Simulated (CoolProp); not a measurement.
A simple Rankine cycle with water: condensing at 312.15 K, boiler at 16.1 MPa, turbine inlet 635.9 K, turbine efficiency 0.65, pump efficiency 0.6, no recuperator. Each further row changes one setting.

Model: reference Helmholtz-energy equation of state, Wagner 2002, in CoolProp.

```csv
case,thermal efficiency (%),net work (kJ/kg),heat in (kJ/kg),turbine exit temperature (K),volume ratio over the turbine
as stated,25.3,643,2540,312.1,1440
turbine inlet 655.9 K,25.7,686,2670,312.1,1300
condensing temperature 304.15 K,26.0,669,2580,304.1,2180
boiler pressure 11.3 MPa,25.2,694,2750,312.1,877
turbine efficiency 0.55,21.2,540,2540,312.1,1520
```

The expansion ends wet for: as stated; turbine inlet 655.9 K; condensing temperature 304.15 K; boiler pressure 11.3 MPa; turbine efficiency 0.55.
